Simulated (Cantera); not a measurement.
A closed system holds: 1 mol PbS, a varied amount of H2, 15 mol N2, at 1425 K and 100000 Pa.

These are equilibrium values from Cantera (NASA tables, ideal gas, pure condensed phases), not measurements of a reactor. Candidate condensed phases: Pb, PbS, S; 18 gas species. Equilibrium is a limit: real reactors are often held back by kinetics, nucleation or transport.

x: gas mole fraction; n: condensed amount in mol.

| n(H2) (mol) | x H2 | x N2 | x PbS | x Pb | x H2S | n Pb(l) |
|---|---|---|---|---|---|---|
| 1 | 0.0532 | 0.882 | 0.0524 | 0.00643 | 0.00560 | 0 |
| 1.9 | 0.0985 | 0.838 | 0.0478 | 0.00804 | 0.00757 | 0 |
| 3.5 | 0.170 | 0.769 | 0.0416 | 0.00969 | 0.00943 | 0 |
| 6.4 | 0.275 | 0.670 | 0.0336 | 0.0110 | 0.0109 | 0 |
| 12 | 0.417 | 0.536 | 0.0242 | 0.0114 | 0.0114 | 0.00125 |
| 22 | 0.568 | 0.395 | 0.0156 | 0.0107 | 0.0107 | 0 |
| 40 | 0.705 | 0.268 | 0.00885 | 0.00900 | 0.00897 | 0 |
| 75 | … | … | … | … | … | 0 |
| 140 | 0.893 | … | … | … | … | 0 |
| 250 | 0.937 | 0.0564 | 0.000747 | 0.00301 | 0.00300 | 0 |
| 470 | 0.965 | 0.0309 | 0.000259 | 0.00180 | 0.00179 | 0 |
| 870 | 0.981 | 0.0169 | 8.56e-5 | 0.00104 | 0.00104 | 0 |

### Question
Complete the blanks.

### Answer

- 140, x N2: 0.0961
- 140, x PbS: 0.00182
- 140, x Pb: 0.00459
- 140, x H2S: 0.00458
- 75, x H2: 0.817
- 75, x N2: 0.165
- 75, x PbS: 0.00426
- 75, x Pb: 0.00672
- 75, x H2S: 0.00670
